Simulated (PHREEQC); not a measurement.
Consider water at 25 °C with 4.3 mmol/kgw CaCl2, 22 mmol/kgw Na2SO4 and 97 mmol/kgw KCl. It is in equilibrium with CO2 at log p = -3.5 (atm). Otherwise closed; pH follows from the charge balance.

Computed with PHREEQC (ion-association model, phreeqc.dat).

Q: The ionic strength comes out as 0.163 mol/kgw. What activity coefficients do HCO3-, KSO4-, Ca+2, H+, Na+ get?

A: HCO3- 0.76, KSO4- 0.76, Ca+2 0.34, H+ 0.81, Na+ 0.76.

Precipitation was switched off in this run.
